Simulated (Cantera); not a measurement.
Charge: 1 mol SiCl₄, 1 mol Cl₂, 2.2 mol H₂, equilibrated at 775 °C and 100 Torr.

Cantera equilibrium calculation (NASA polynomials, part measured and part estimated; ideal gas, pure solids and liquids). Candidate condensed phases: Si; 19 gas species. The tables' values for SiCl₃ are old estimates; treat these amounts as uncertain. The numbers say what is thermodynamically allowed, not how fast it happens.

Base state: HCl 0.478, H₂ 0.284, SiCl₄ 0.236, SiHCl₃ 0.00144, SiCl₃ 0.000232 (mole fractions); condensed: gas only.

Task: What changes in the equilibrium state with this change: temperature from 775 °C to 302 °C?

Result: 
```tsv
species	before	after
HCl	0.478	0.476
H₂	0.284	0.286
SiCl₄	0.236	0.238
SiCl₃	0.000232	<1e-9
SiHCl₃	0.00144	2.12e-6
```
